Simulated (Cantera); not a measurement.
An adiabatic, constant-pressure homogeneous reactor starts with CH4 : O2 : N2 : CO2 = 1 : 2.56 : 9.64 : 0.49 (molar parts), equivalence ratio 0.78, at 1750 K and 7430 Torr.

Model: GRI-Mech 3.0 (53 species, 325 reactions), integrated in Cantera.

**Question.** Predict: time of steepest temperature rise; temperature at 3.00 s; equilibrium temperature; x(O2) at 3.00 s; x(CO2) at 3.00 s; x(H2) at 3.00 s; x(HCO) at 3.00 s.

**Answer.** 
```json
{
 "time_of_steepest_temperature_rise": "23.6 µs",
 "temperature at 3.00 s": "2838 K",
 "equilibrium_temperature": "2838 K",
 "x(O2) at 3.00 s": "0.0409 (gas-phase equilibrium 0.0409)",
 "x(CO2) at 3.00 s": "0.0831 (gas-phase equilibrium 0.0831)",
 "x(H2) at 3.00 s": "0.00514 (gas-phase equilibrium 0.00514)",
 "x(HCO) at 3.00 s": "4.52e-8 (gas-phase equilibrium 4.52e-8)"
}
```
